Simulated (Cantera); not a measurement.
Feed: 1 mol TiCl4, 0.23 mol O2, equilibrated at 823 K and 74.0 mbar.

These are equilibrium values from Cantera (NASA tables, ideal gas, pure condensed phases), not measurements of a reactor. Candidate condensed phases: Ti, TiCl2, TiCl3, TiCl4, TiO, TiO2, Ti2O3, Ti3O5, Ti4O7; 15 gas species. Condensed phases not in the tables: TiOCl. The numbers say what is thermodynamically allowed, not how fast it happens.

Base state: TiCl4 0.626, Cl2 0.374, Cl 3.53e-5 (mole fractions); condensed: TiO2(rutile).

Question: What changes in the equilibrium state with this change: temperature from 823 K to 1523.15 K?

Answer: 
| species | before | after |
|---|---|---|
| TiCl4 | 0.626 | 0.584 |
| Cl2 | 0.374 | 0.282 |
| Cl | 3.53e-5 | 0.133 |
| TiCl3 | <1e-9 | 0.000411 |
| O2 | 1.21e-9 | 0.000106 |
| TiOCl2 | <1e-9 | 5.66e-5 |
| TiO2(rutile), mol | 0.230 | 0.230 |
